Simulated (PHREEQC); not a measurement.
0.24 g of hydrous ferric oxide (600 m²/g; 0.2 weak and 0.005 strong sites per Fe, Dzombak-Morel constants, diffuse double layer) in 1 kg of water with 0.3 mol/kgw of an inert sodium salt and 0.0084 mmol/kgw ZnCl2, at 25 °C; the pH is set by adding NaOH or the inert anion's acid. Oxygen is held at 0.21 atm. No CO2 enters from the air. Nothing may precipitate in this run.

The numbers come from PHREEQC with the ion-association model, wateq4f.dat.

Q: Predict Zn sorbed (%), surface charge σ (C/m²), surface potential ψ (mV) at pH = 6, 7, 7.5.

A: 
```
pH   Zn sorbed (%)  surface charge σ (C/m²)  surface potential ψ (mV)
---  -------------  -----------------------  ------------------------
6             40.4                    0.155                        83
7             95.6                    0.068                        47
7.5           99.3                    0.035                        27
```

Complexes and solids missing from the database can't appear. The oxide is taken as insoluble; below pH 4 it would dissolve.
